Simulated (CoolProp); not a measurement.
c-C4F8 (RC318) at 298.15 K and 0.0458 MPa is compressed adiabatically to 0.145 MPa with isentropic efficiency 0.8. Each further row changes one setting.

Values from CoolProp's reference Helmholtz-energy equation of state, Platzer 1990. This equation is an older, rougher fit.

```tsv
case	work (kJ/kg)	final temperature (K)	final density (kg/m³)
as stated	18.0	321.8	(withheld)
efficiency 1	(withheld)	317.5	11.4
efficiency 0.65	22.2	(withheld)	(withheld)
```

**Question.** Complete the blanks.

**Answer.** 
- as stated, final density (kg/m³): 11.2
- efficiency 1, work (kJ/kg): 14.4
- efficiency 0.65, final temperature (K): 326.8
- efficiency 0.65, final density (kg/m³): 11.0
